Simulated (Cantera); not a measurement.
A closed system holds: 1 mol SiC, 4.4 mol H2O, 4.3 mol N2, equilibrated at 1323.15 K and 0.0133 bar.

Method: chemical equilibrium by Gibbs-energy minimisation in Cantera with the NASA 1993 tables (ideal gas, pure condensed phases). Candidate condensed phases: C, C6H6, C7H8, C8H18, H2O, Si, SiC, SiO2, Si2N2O, Si3N4; 151 gas species. The tables hold silica as quartz up to 1696 K and as liquid above; real silica turns to tridymite and cristobalite and melts near 1996 K. Rates play no part.

What is the equilibrium state?

x(N2): 0.443
x(H2): 0.327
x(H2O): 0.127
x(CO): 0.0853
x(CO2): 0.0178
x(H): 7.87e-6
n(SiO2(β-quartz)): 1.00 mol
gas amount: 9.700 mol
log10 activity of C(graphite) (absent): -4.67
log10 activity of Si(s) (absent): -12.01
